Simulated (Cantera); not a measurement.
**NaCl + HCl + N2 (halide evaporation, hydrolysis and transport)**

A closed system holds: 1 mol NaCl, 0.31 mol HCl, a varied amount of N2, equilibrated at 1802 °C and 1.70e-5 bar.

Method: chemical equilibrium by Gibbs-energy minimisation in Cantera with the NASA 1993 tables (ideal gas, pure condensed phases). Candidate condensed phases: NH4Cl, Na, NaCl; 17 gas species. Kinetics and transport are ignored.

From 0.17 mol N2 to 100 mol N2 nothing is condensed. The main Na-bearing gas is NaCl at 0.17 mol N2 and Na at 100 mol N2.

```
n(N2) (mol)    x N2    x Cl    x NaCl     x Na      x H     x HCl      x H2
-----------  ------  ------  --------  -------  -------  --------  --------
0.17         0.0807   0.307     0.251    0.224   0.0639    0.0637   0.00977
0.36          0.155   0.288     0.221    0.211   0.0602    0.0563   0.00867
0.72          0.265   0.259     0.179    0.190   0.0544    0.0457   0.00710
1.5           0.422   0.214     0.123    0.158   0.0456    0.0317   0.00499
3             0.584   0.164    0.0727    0.122   0.0355    0.0188   0.00302
6.1           0.731   0.113    0.0350   0.0850   0.0250   0.00917   0.00150
12            0.837  0.0728    0.0146   0.0551   0.0164   0.00388  0.000647
25            0.911  0.0416   0.00480   0.0316  0.00956   0.00129  0.000219
51            0.953  0.0227   0.00142   0.0173  0.00527  0.000388   6.66e-5
100           0.975  0.0122  0.000416  0.00933  0.00287  0.000114   1.97e-5
```
x: gas mole fraction; nothing condenses.
